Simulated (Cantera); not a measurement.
**Hydrocarbon pyrolysis for carbon deposition**

A perfectly stirred reactor is fed with 47.6 % C₂H₆, 52.4 % N₂, at 0.000464 atm; it is held at 1798 K, and followed from long to short residence time.

Model: GRI-Mech 3.0 (53 species, 325 reactions), integrated in Cantera. GRI-Mech 3.0 stops at C3 and has no aromatics, soot or wall deposition, so with more carbon than oxygen in the feed, carbon stays in small species such as C2H2 where larger ones or solid carbon would form. Radical loss at walls, strong at low pressure, is not modelled.

```
τ (s)      x C₂H₆    x CH₃    x C₂H     x HCN     x CH₂       x H
-------  --------  -------  -------  --------  --------  --------
20        3.43e-5  0.00219  1.45e-5   8.43e-5   1.14e-5   0.00329
4.4      0.000154  0.00487  1.56e-5   3.50e-5   2.04e-5   0.00346
0.96     0.000677   0.0109  1.76e-5   1.49e-5   3.55e-5   0.00383
0.21      0.00297   0.0236  2.01e-5   6.48e-6   6.06e-5   0.00424
0.046      0.0133   0.0491  2.08e-5   2.91e-6  0.000104   0.00446
0.010      0.0593   0.0921  1.39e-5   1.28e-6  0.000170   0.00403
0.0022      0.210    0.115  2.64e-6   4.04e-7  0.000187   0.00259
0.00049     0.397   0.0654  2.13e-8   3.50e-8   7.78e-5  0.000847
0.00011     0.460   0.0205   <1e-12  3.22e-11   5.86e-6   5.92e-5
```
x: mole fraction; the columns are a selection and need not sum to one.
